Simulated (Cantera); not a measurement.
An adiabatic, constant-pressure homogeneous reactor starts with CH4 : O2 : N2 = 1 : 0.87 : 3.27 (molar parts), at 1475 K and 5.00 bar.

Cantera simulation using GRI-Mech 3.0 (53 species, 325 reactions); the numbers are that mechanism's predictions, not measurements.

x: mole fraction; the columns are a selection and need not sum to one.

```
t (s)     T (K)     x CH4     x O2     x HO2    x H2O2      x CO    x HCN
--------  -----  --------  -------  --------  --------  --------  -------
5.00e-6    1475     0.195    0.169   2.17e-6   1.45e-7  5.23e-10   <1e-12
1.26e-5    1475     0.195    0.169   4.23e-6   3.73e-7   1.21e-8   <1e-12
3.16e-5    1475     0.194    0.169   5.49e-6   5.37e-7   3.86e-7   <1e-12
7.93e-5    1476     0.194    0.169   6.67e-6   6.58e-7   1.01e-5   <1e-12
0.000199   1480     0.193    0.168   1.38e-5   1.47e-6  0.000153   <1e-12
0.000501   1525     0.181    0.160   6.10e-5   7.50e-6   0.00351   <1e-12
0.00126    2364  0.000233  4.19e-7  7.89e-10  7.77e-10     0.146      ___
0.00316    2362   2.95e-9  4.26e-7  8.05e-10  7.89e-10     0.147      ___
0.00795    2362   1.99e-9  4.29e-7  8.10e-10  7.93e-10     0.147      ___
0.0200     2363   1.93e-9  4.30e-7  8.12e-10  7.94e-10     0.147      ___
0.0502     2363   1.92e-9  4.30e-7  8.13e-10  7.95e-10     0.147  1.05e-6
0.126      2363   1.92e-9  4.30e-7  8.13e-10  7.95e-10     0.147  1.04e-6
0.317      2363   1.92e-9  4.30e-7  8.13e-10  7.95e-10     0.147  1.04e-6
0.796      2363   1.92e-9  4.30e-7  8.13e-10  7.95e-10     0.147  1.04e-6
2.00       2363   1.92e-9  4.30e-7  8.13e-10  7.95e-10     0.147  1.04e-6
```

**Question.** Fill in the missing entries.

**Answer.** 
- 0.00126, x HCN: 0.000105
- 0.00316, x HCN: 7.82e-6
- 0.00795, x HCN: 2.65e-6
- 0.0200, x HCN: 1.32e-6
